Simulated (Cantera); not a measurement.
Input: 1 mol PbO, 2.3 mol CH₄, 1.1 mol CO, at 1675 °C and 0.100 bar.

Equilibrium computed with Cantera from the NASA thermochemical tables; the gas is ideal and each condensed phase is pure. Candidate condensed phases: C, C₆H₆, C₇H₈, C₈H₁₈, H₂O, Pb, PbO, PbO₂, Pb₃O₄; 113 gas species. The numbers say what is thermodynamically allowed, not how fast it happens.

Base state: H₂ 0.595, CO 0.272, Pb 0.130, H 0.00276, C₂H₂ (acetylene) 0.000321, CH₄ 1.73e-5 (mole fractions); condensed: C(graphite).

**Question.** What changes in the equilibrium state with this change: pressure from 0.100 bar to 17.0 Pa?

**Answer.** 
```
species             before     after
----------------  --------  --------
H₂                   0.595     0.546
CO                   0.272     0.264
Pb                   0.130     0.126
H                  0.00276    0.0640
CH₄                1.73e-5   2.48e-8
C₂H₂ (acetylene)  0.000321  0.000294
C(graphite), mol      1.29      1.30
```

**Question.** What changes in the equilibrium state with this change: temperature from 1675 °C to 1252 °C?

**Answer.** 
```
species             before    after
----------------  --------  -------
H₂                   0.595    0.597
CO                   0.272    0.273
Pb                   0.130    0.130
H                  0.00276  5.78e-5
C₂H₂ (acetylene)  0.000321  7.22e-6
H₂O                2.35e-6  2.34e-5
CH₄                1.73e-5  8.14e-5
Pb₂                9.07e-6  2.65e-5
C(graphite), mol      1.29     1.30
```

**Question.** What changes in the equilibrium state with this change: PbO replaced by CuO?

**Answer.** 
```csv
species,before,after
H₂,0.595,0.666
CO,0.272,0.305
Cu,0,0.0262
Pb,0.130,0
Cu₂,0,9.02e-5
CH₄,1.73e-5,2.17e-5
C₂H₂ (acetylene),0.000321,0.000359
H,0.00276,0.00292
"C(graphite), mol",1.29,1.29
"Cu(l), mol",0,0.818
```
Further candidate phases: Cu, CuO, Cu(OH)₂, Cu₂O.
